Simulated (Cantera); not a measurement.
Thermodynamics of hydrogen reduction and annealing atmospheres, feed V2O5 + H2 + N2

Feed: 1 mol V2O5, 370 mol H2, 4.1 mol N2, at 620 Pa.

Method: chemical equilibrium by Gibbs-energy minimisation in Cantera with the NASA 1993 tables (ideal gas, pure condensed phases). Candidate condensed phases: H2O, V, VN, VO, V2O3, V2O4, V2O5; 28 gas species. Mutual solubility and eutectic melting of coexisting phases are not modelled. VO: taken at fixed stoichiometry. Condensed phases not in the tables: the oxides between V2O3 and V2O5 other than VO2. The numbers say what is thermodynamically allowed, not how fast it happens.

```tsv
T (°C)	x H2	x H	x N2	x H2O	x VO	x VO2	x V	n V2O3(s)	n VO(s)	n VO(l)
825	0.984	3.12e-7	0.0110	0.00535	<1e-12	<1e-12	<1e-12	1.00	0	0
925	0.984	2.39e-6	0.0110	0.00535	<1e-12	4.69e-12	<1e-12	1.00	0	0
1025	0.984	1.35e-5	0.0110	0.00535	4.63e-12	1.95e-10	<1e-12	1.00	0	0
1125	0.984	5.96e-5	0.0110	0.00535	2.29e-10	4.67e-9	<1e-12	1.000	0	0
1225	0.983	0.000216	0.0110	0.00535	6.60e-9	7.23e-8	2.56e-11	1.000	0	0
1325	0.982	0.000670	0.0110	0.00598	1.16e-7	8.28e-7	8.36e-10	0.762	0.475	0
1425	0.979	0.00182	0.0109	0.00800	1.20e-6	7.14e-6	1.23e-8	0	2.00	0
1525	0.977	0.00442	0.0109	0.00796	9.45e-6	3.67e-5	1.72e-7	0	1.98	0
1625	0.971	0.00978	0.0109	0.00782	5.91e-5	0.000156	1.83e-6	0	1.92	0
1725	0.961	0.0200	0.0108	0.00739	0.000304	0.000545	1.57e-5	0	1.67	0
1825	0.942	0.0379	0.0107	0.00645	0.00125	0.00148	0.000111	0	0	0.914
1925	0.911	0.0675	0.0105	0.00583	0.00260	0.00217	0.000362	0	0	0
```
x: gas mole fraction; n: condensed amount in mol.

From 825 °C to 1225 °C the condensed part is V2O3(s). At 1325 °C the condensed part is VO(s) + V2O3(s). From 1425 °C to 1725 °C the condensed part is VO(s). At 1825 °C the condensed part is VO(l). At 1925 °C nothing is condensed.
